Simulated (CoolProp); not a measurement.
50 sccm (0 °C, 1 atm) of nitrogen bubbles through liquid R123 at 274.6 K and leaves saturated at a total pressure of 0.15 MPa (ideal gas phase). Each further row changes one setting.

Computed with CoolProp (reference Helmholtz-energy equation of state, Younglove 1994). It is a modified Benedict-Webb-Rubin equation, recast in Helmholtz form.

| case | vapour pressure (kPa) | mole fraction of vapour | delivery (mg/min) | delivery (sccm) | change of delivery for a bath 1 K warmer (%) |
|---|---|---|---|---|---|
| as stated | 34.9 | 0.232 | 103 | (withheld) | (withheld) |
| bath temperature 279.6 K | 43.5 | 0.290 | 139 | 20.4 | 6.3 |
| total pressure 0.3 MPa | 34.9 | 0.116 | (withheld) | 6.58 | 5.2 |

Problem. Complete the blanks.

Solution. 
- as stated, delivery (sccm): 15.1
- as stated, change of delivery for a bath 1 K warmer (%): 6.1
- total pressure 0.3 MPa, delivery (mg/min): 44.9
